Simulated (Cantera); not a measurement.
Input (Python, Cantera) and output of one run.

```python
import numpy as np
import cantera as ct

gas_names = """
    B BH BH2 BH3 BN B2 H H2 N NH NH2 NH3 N2 N2H2 N2H4
""".split()
cond_names = """
    B(b) B(L) BN(s)
""".split()


# ... load() reads the species with a 1 bar reference pressure and builds the phases ...
atoms = {
    'borazine': {'B': 3, 'N': 3, 'H': 6},
    'N2': {'N': 2},
}
top_T = {'BN(s)': 3200}  # K; cautious upper limits of use, not melting points


# ... equilibrate(T, P, feed) seeds the gas with the atoms and calls Mixture.equilibrate('TP', solver="vcs", rtol=1e-11, max_steps=5000) ...
results = []
feed = {'borazine': 1, 'N2': 17}  # mol
T = 2325  # K
P = 58000  # Pa
mix = equilibrate(T, P, feed)
results.append((T, P, feed, dict(zip(mix.species_names, mix.species_moles))))
print(gas.report(threshold=1e-06))
for i in range(1, mix.n_phases):
    print(f"{mix.phase(i).name:16s} {mix.phase_moles(i):12.5e} mol")
```

It prints:

```
       temperature   2325 K
          pressure   58000 Pa
           density   0.072153 kg/m^3
  mean mol. weight   24.048 kg/kmol
   phase of matter   gas

                          1 kg             1 kmol
                     ---------------   ---------------
          enthalpy        2.8454e+06        6.8427e+07  J
   internal energy        2.0416e+06        4.9096e+07  J
           entropy             10640        2.5586e+05  J/K
    Gibbs function       -2.1892e+07       -5.2646e+08  J
 heat capacity c_p            1506.6             36232  J/K
 heat capacity c_v            1160.9             27917  J/K

                      mass frac. Y      mole frac. X     chem. pot. / RT
                     ---------------   ---------------   ---------------
                 B        1.3321e-06        2.9634e-06           -5.7153
               BH2        2.2515e-05        4.2215e-05            -28.15
                BN        1.1292e-06        1.0942e-06             -19.8
                 H        0.00023196          0.005534           -11.217
                H2          0.012304           0.14677           -22.434
                N2           0.98744           0.84765           -28.169
     [   +9 minor]        9.3813e-07        1.6334e-06

B(b)              0.00000e+00 mol
BN(s)             2.99905e+00 mol
```

Cantera equilibrium calculation (NASA polynomials, part measured and part estimated; ideal gas, pure solids and liquids). The feed counts by its element totals alone. The tables' values for BH2 are old estimates; treat these amounts as uncertain.
